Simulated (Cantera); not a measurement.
A perfectly stirred reactor is fed with 20.0 % CH₄, 80.0 % H₂O, at 16.0 bar; it is held at 2125 K, and followed from long to short residence time.

Computed with Cantera and GRI-Mech 3.0 (53 species, 325 reactions). The pressure lies above the range GRI-Mech 3.0 was tuned for (to about 10 atm).

Task: Predict: x(CH₄) at τ = 2.70 s; x(H₂O) at τ = 2.70 s; x(CH₂O) at τ = 2.70 s; x(CO₂) at τ = 2.70 s; x(CH₂CO) at τ = 2.70 s; x(CH₄) at τ = 18.0 ms; x(H₂O) at τ = 18.0 ms; x(CH₂O) at τ = 18.0 ms; x(CO₂) at τ = 18.0 ms; x(CH₂CO) at τ = 18.0 ms.

Result: 
```json
{
 "x(CH₄) at τ = 2.70 s": "3.26e-5",
 "x(H₂O) at τ = 2.70 s": "0.407",
 "x(CH₂O) at τ = 2.70 s": "3.65e-7",
 "x(CO₂) at τ = 2.70 s": "0.0218",
 "x(CH₂CO) at τ = 2.70 s": "5.44e-9",
 "x(CH₄) at τ = 18.0 ms": "0.00375",
 "x(H₂O) at τ = 18.0 ms": "0.415",
 "x(CH₂O) at τ = 18.0 ms": "2.02e-6",
 "x(CO₂) at τ = 18.0 ms": "0.0219",
 "x(CH₂CO) at τ = 18.0 ms": "1.51e-6"
}
```
